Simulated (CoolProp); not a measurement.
A simple Rankine cycle with n-perfluoropentane: condensing at 294.15 K, boiler at 1.38 MPa, turbine inlet 499 K, turbine efficiency 0.7, pump efficiency 0.6, no recuperator. Each further row changes one setting.

Computed with CoolProp (reference Helmholtz-energy equation of state, Gao 2022).

| case | thermal efficiency (%) | net work (kJ/kg) | heat in (kJ/kg) | turbine exit temperature (K) | volume ratio over the turbine |
|---|---|---|---|---|---|
| as stated | 9.2 | 25.5 | 277 | 466.1 | 19.8 |
| condensing temperature 286.15 K | 10.0 | 28.4 | 285 | 463.1 | [?] |
| boiler pressure 0.966 MPa | 8.3 | [?] | 280 | 471.2 | [?] |
| turbine efficiency 0.6 | [?] | 21.7 | 277 | [?] | 19.9 |

### Question
Complete the blanks.

### Answer

- condensing temperature 286.15 K, volume ratio over the turbine: 27.2
- boiler pressure 0.966 MPa, net work (kJ/kg): 23.1
- boiler pressure 0.966 MPa, volume ratio over the turbine: 13.4
- turbine efficiency 0.6, thermal efficiency (%): 7.8
- turbine efficiency 0.6, turbine exit temperature (K): 469.8
